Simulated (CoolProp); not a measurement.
Computed with CoolProp (reference Helmholtz-energy equation of state, Beckmüller 2019).

### Question
For n-octane, give the phase and the Z, cp (kJ/(kg K)) at 73.75 °C and 2.44 bar; 53.05 °C and 0.171 bar.

### Answer
- 73.75 °C and 2.44 bar: liquid; Z 0.0147, cp 2.42
- 53.05 °C and 0.171 bar: liquid; Z 0.00107, cp 2.33
